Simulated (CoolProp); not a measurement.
Vapour pressure (MPa) of R134a: the reference equation beside estimates from Tc = 101.1 °C, pc = 4.059 MPa, ω = 0.327.

Values from CoolProp's reference Helmholtz-energy equation of state, Tillner-Roth 1994.

```tsv
T (°C)	reference	Lee-Kesler	van der Waals	Peng-Robinson
3.45	0.3312	0.3327	1.068	0.3300
10.45	0.4209	0.4233	1.206	0.4195
17.35	0.5263	0.5297	1.352	0.5248
24.25	0.6506	0.6548	1.509	0.6493
31.25	0.7982	0.8031	1.680	0.7974
38.15	0.9671	0.9724	1.860	0.9671
45.15	1.164	1.170	2.054	1.166
52.05	1.387	1.392	2.258	1.391
58.95	1.640	1.645	2.473	1.647
65.95	1.931	1.936	2.704	1.941
72.85	2.255	2.259	2.944	2.268
79.85	2.625	2.629	3.201	2.641
86.75	3.034	3.039	3.467	3.053
```

Absolute difference from the reference over all 13 rows, mean and median: Lee-Kesler 0.4 and 0.5 %, van der Waals 92.1 and 76.5 %, Peng-Robinson 0.3 and 0.3 %.
